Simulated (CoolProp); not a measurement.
Saturation properties of isobutene.

Values from CoolProp's reference Helmholtz-energy equation of state, Lemmon 2005. It is a short technical equation, of lower accuracy than the large ones.

| T (K) | p (MPa) | liquid density (kg/m³) | vapour density (kg/m³) | enthalpy of vaporisation (kJ/kg) | liquid cp (kJ/(kg K)) |
|---|---|---|---|---|---|
| 225.6 | 0.01482 | 670.7 | 0.4485 | 427.6 | 2.077 |
| 244.4 | 0.03962 | 650.6 | 1.119 | 411.5 | 2.139 |
| 263.3 | 0.09052 | 629.7 | 2.416 | 394.3 | 2.212 |
| 282.1 | 0.1818 | 608.0 | 4.642 | 376.0 | 2.296 |
| 300.9 | 0.3312 | 585.0 | 8.201 | 355.8 | 2.393 |
| 319.7 | 0.5585 | 560.2 | 13.61 | 333.2 | 2.508 |
| 338.5 | 0.8855 | 533.0 | 21.61 | 307.3 | 2.652 |
| 357.3 | 1.336 | 502.2 | 33.38 | 276.7 | 2.846 |
| 376.1 | 1.936 | 465.6 | 51.12 | 238.9 | 3.151 |

It boils at 266.1 K under 1 atm.
